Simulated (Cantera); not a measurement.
A closed system holds: 1 mol Mg(OH)2, 0.2 mol CO2, held at 10000 Pa.

These are equilibrium values from Cantera (NASA tables, ideal gas, pure condensed phases), not measurements of a reactor. Candidate condensed phases: C, C6H6, C7H8, C8H18, H2O, Mg, MgCO3, MgO, Mg(OH)2; 116 gas species. Kinetics and transport are ignored.

Q: At 1998 K, list the 7 most abundant gas species with their mole fractions, and the condensed phases.

A: H2O 0.814, CO2 0.157, H2 0.00868, CO 0.00768, O2 0.00711, OH 0.00441, H 0.000473. Condensed: MgO(s).
